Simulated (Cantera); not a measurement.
A closed system holds: 1 mol SiC, 4.1 mol N2O, 63 mol H2, at 6.10e-5 bar.

Equilibrium computed with Cantera from the NASA thermochemical tables; the gas is ideal and each condensed phase is pure. Candidate condensed phases: C, C6H6, C7H8, C8H18, H2O, Si, SiC, SiO2, Si2N2O, Si3N4; 151 gas species. The numbers say what is thermodynamically allowed, not how fast it happens.

At 1798 K, list the 4 most abundant gas species with their mole fractions, and the condensed phases.

H2 0.843, N2 0.0581, H 0.0414, H2O 0.0295. Condensed: gas only.
